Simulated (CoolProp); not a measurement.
Saturated liquid density (kg/m³) of R1234yf: the reference equation beside estimates from Tc = 367.8 K, pc = 33.84 bar, ω = 0.276. Rackett uses Z = 0.29056 − 0.08775 ω.

Values from CoolProp's reference Helmholtz-energy equation of state, Lemmon 2022.

```
T (K)  reference  Rackett  Redlich-Kwong  Soave-Redlich-Kwong  Peng-Robinson
-----  ---------  -------  -------------  -------------------  -------------
290.1       1120     1107          934.9                984.2           1117
295.8       1100     1087          913.2                962.4           1092
301.6       1079     1066          890.1                939.1           1066
307.3       1057     1044          866.3                914.8           1038
313         1034     1021          841.4                889.0           1009
318.8       1009    997.0          814.7                861.1          977.0
324.5      983.6    971.6          786.8                831.7          943.2
330.3      955.3    943.9          756.6                799.5          905.9
336        925.1    914.5          724.6                765.1          865.8
341.8      891.0    881.6          689.2                726.6          820.8
347.5      853.1    845.0          650.6                684.3          771.0
353.3      807.8    801.5          605.9                634.7          712.5
359        751.9    747.6          553.1                575.6          642.5
```

Absolute difference from the reference over all 13 rows, mean and median: Rackett 1.1 and 1.2 %, Redlich-Kwong 20.6 and 20.0 %, Soave-Redlich-Kwong 16.3 and 15.4 %, Peng-Robinson 5.3 and 4.1 %.
